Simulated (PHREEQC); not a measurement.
Make-up at 20 °C: 0.0032 mol/kgw ZnSO4 and 9.1e-05 mol/kgw FeSO4. Closed to the air; pH follows from the charge balance.

Equilibrium calculation in PHREEQC: ion-association model, wateq4f.dat.

**Question.** The ionic strength comes out as 0.0104 mol/kgw. What activity coefficients do Zn+2, Fe+2, ZnOH+, H+, Zn(SO4)2-2 get?

**Answer.** Zn+2 0.67, Fe+2 0.67, ZnOH+ 0.90, H+ 0.91, Zn(SO4)2-2 0.66.

Precipitation was switched off in this run.
